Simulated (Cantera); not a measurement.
Cantera run, input and output.

```python
import numpy as np
import cantera as ct

gas = ct.Solution("gri30.yaml")


def delay(T, t_max=10):
    gas.TPX = T, 850000, {'CH4': 1, 'CO': 0.28, 'O2': 2.18, 'N2': 5.46}
    reactor = ct.IdealGasReactor(gas, clone=False)
    net = ct.ReactorNet([reactor])
    net.rtol, net.atol = 1e-8, 1e-16
    while net.time < t_max:
        t_old, T_old = net.time, reactor.T
        net.step()
        if reactor.T > T + 400:  # ignition: a rise of 400 K
            return t_old + (T + 400 - T_old) / (reactor.T - T_old) * (net.time - t_old)
    return np.nan


taus = []
for T in [1150, 1200, 1250, 1300, 1350, 1400, 1450, 1500, 1550]:
    taus.append(delay(T))
    print(f"T0 = {T:6g} K   tau = {taus[-1]:.4e} s")
```

It prints:

```
T0 =   1150 K   tau = 1.0494e-02 s
T0 =   1200 K   tau = 5.1169e-03 s
T0 =   1250 K   tau = 2.6127e-03 s
T0 =   1300 K   tau = 1.3884e-03 s
T0 =   1350 K   tau = 7.6451e-04 s
T0 =   1400 K   tau = 4.3484e-04 s
T0 =   1450 K   tau = 2.5489e-04 s
T0 =   1500 K   tau = 1.5376e-04 s
T0 =   1550 K   tau = 9.5380e-05 s
```

Model: GRI-Mech 3.0 (53 species, 325 reactions), integrated in Cantera.
